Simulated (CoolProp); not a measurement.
Vapour-liquid equilibrium of R134a (1) + R123 (2) at 0.849 MPa; x and y are mole fractions of (1).

The numbers come from the multi-fluid Helmholtz-energy mixture model, Tillner-Roth 1994 and Younglove 1994; pair parameters Bell 2016 in CoolProp.

```csv
x,"bubble temperature, mixture model (°C)","bubble temperature, Raoult's law (°C)","y, mixture model","y, Raoult's law"
0.05,95.4,95.2,0.178,0.212
0.125,84.7,84.9,0.384,0.430
0.2,___,76.6,___,0.577
0.275,___,69.7,0.639,0.681
0.35,___,63.7,0.718,0.757
0.425,56.9,58.6,0.776,0.814
0.5,___,54.1,0.822,0.858
0.575,48.8,50.0,0.858,0.894
0.65,45.5,46.4,___,0.922
0.725,42.6,43.2,___,0.944
0.8,39.9,40.2,0.939,0.963
0.875,___,37.5,0.962,0.979
0.95,35.0,35.0,0.985,0.992
```

Question: Some entries are withheld; supply them.

Answer: 
- 0.2, bubble temperature, mixture model (°C): 75.7
- 0.2, y, mixture model: 0.533
- 0.275, bubble temperature, mixture model (°C): 68.2
- 0.35, bubble temperature, mixture model (°C): 62.0
- 0.5, bubble temperature, mixture model (°C): 52.5
- 0.65, y, mixture model: 0.889
- 0.725, y, mixture model: 0.915
- 0.875, bubble temperature, mixture model (°C): 37.4

The largest gap from Raoult's law is -1.7 K in bubble temperature, at x = 0.425. No azeotrope shows between x = 0.05 and 0.95.

Pair parameters are fitted to limited data, so mixtures are less certain than the pure fluids. The gap from Raoult's law changes sign with composition, which may be real or a fault of the pair parameters; it wasn't checked against measurements.
